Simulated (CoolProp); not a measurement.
Dodecamethylcyclohexasiloxane (D6) at several states: density (kg/m³) from the reference equation and from simpler models built on Tc = 372.6 °C, pc = 0.9614 MPa, ω = 0.736; each cubic takes its own stable root.

The numbers come from the reference Helmholtz-energy equation of state, Colonna 2008 in CoolProp. It is a short technical equation, of lower accuracy than the large ones.

```json
[
 {"T (°C)": "169.05", "p (MPa)": "0.0268", "phase": "liquid", "reference": "804.9"},
 {"T (°C)": "167.25", "p (MPa)": "0.0564", "phase": "liquid", "reference": "807.3"},
 {"T (°C)": "157.95", "p (MPa)": "2.25", "phase": "liquid", "reference": "829.4"}
]
```

### Question
How far does each simpler model (van der Waals, Soave-Redlich-Kwong, Peng-Robinson) lie from the reference over these 3 states: mean and median of the absolute difference, and the worst?

### Answer
- van der Waals: mean 79.7 %, median 99.1 %, worst -99.6 % at 169.05 °C and 0.0268 MPa
- Soave-Redlich-Kwong: mean 7.9 %, median 7.9 %, worst -8.0 % at 157.95 °C and 2.25 MPa
- Peng-Robinson: mean 3.7 %, median 3.8 %, worst +3.8 % at 169.05 °C and 0.0268 MPa

At some of these states van der Waals gives the other phase, because its saturation line lies elsewhere.
